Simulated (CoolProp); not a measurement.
Vapour-liquid equilibrium of CHF3 (R23) (1) + R13 (2) at 0.299 MPa; x and y are mole fractions of (1).

Model: multi-fluid Helmholtz-energy mixture model, Penoncello 2003 and Platzer 1990; pair parameters Bell 2016, in CoolProp. This equation is an older, rougher fit; its heat capacities, sound speeds and derivatives of the liquid may be far off and weren't checked against measurements.

```csv
x,"bubble temperature, mixture model (°C)","bubble temperature, Raoult's law (°C)","y, mixture model","y, Raoult's law"
0.05,-60.7,-58.6,0.127,0.056
0.15,-63.6,-58.9,0.287,0.165
0.25,-65.1,-59.1,0.382,0.271
0.35,-65.9,-59.4,0.447,0.375
0.45,-66.2,-59.6,0.498,0.477
0.55,-66.3,-59.9,0.545,0.576
0.65,-66.2,-60.1,0.594,0.674
0.75,-65.7,-60.4,0.656,0.769
0.85,-64.6,-60.6,0.744,0.863
0.95,-62.6,-60.8,0.889,0.955
```

The largest gap from Raoult's law is -6.6 K in bubble temperature, at x = 0.45. y crosses x between x = 0.45 and 0.55: the model has an azeotrope there.

The pair parameters rest on a limited set of measurements; away from them the model extrapolates.
